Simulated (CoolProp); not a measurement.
Vapour pressure (MPa) of propylene: the reference equation beside estimates from Tc = 91.1 °C, pc = 4.555 MPa, ω = 0.146.

Model: reference Helmholtz-energy equation of state, Lemmon 2013, in CoolProp.

```
T (°C)   reference  van der Waals  Redlich-Kwong
------  ----------  -------------  -------------
-27.75      0.2305         0.7494         0.2862
-18.15      0.3260         0.9140     (withheld)
-8.55       0.4486          1.101         0.5408
1.05    (withheld)          1.311         0.7154
10.65       0.7927     (withheld)         0.9262
20.25        1.024          1.803          1.177
29.85        1.300          2.088          1.470
39.35        1.624          2.395          1.806
48.95        2.008          2.734          2.195
58.55        2.455          3.100          2.636
68.15        2.972          3.494          3.132
```

### Question
What belongs in the gaps?

### Answer

- -18.15, Redlich-Kwong: 0.3990
- 1.05, reference: 0.6026
- 10.65, van der Waals: 1.544

Absolute difference from the reference over all 11 rows, mean and median: van der Waals 93.4 and 76.1 %, Redlich-Kwong 14.9 and 14.9 %.
